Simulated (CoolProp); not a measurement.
Vapour-liquid equilibrium of CH2F2 (R32) (1) + propylene (2) at 32.15 °C; x and y are mole fractions of (1).

Model: multi-fluid Helmholtz-energy mixture model, Tillner-Roth 1997 and Lemmon 2013; pair parameters Bell 2016, in CoolProp.

| x | bubble pressure (MPa) | y at the bubble point | dew pressure at overall composition x (MPa) | liquid density (mol/L) |
|---|---|---|---|---|
| 0.05 | 1.539 | 0.123 | 1.438 | 11.83 |
| 0.15 | 1.804 | 0.286 | 1.579 | 12.05 |
| 0.25 | 1.998 | 0.394 | 1.740 | 12.30 |
| 0.35 | 2.140 | 0.475 | 1.918 | 12.62 |
| 0.45 | 2.238 | 0.542 | 2.097 | 13.01 |
| 0.55 | 2.302 | 0.603 | 2.248 | 13.52 |
| 0.65 | 2.331 | 0.663 | 2.328 | 14.17 |
| 0.75 | 2.325 | 0.728 | 2.315 | 14.98 |
| 0.85 | 2.271 | 0.808 | 2.228 | 15.99 |
| 0.95 | 2.143 | 0.921 | 2.105 | 17.19 |

y crosses x between x = 0.65 and 0.75: the model has an azeotrope there.

The pair parameters rest on a limited set of measurements; away from them the model extrapolates.
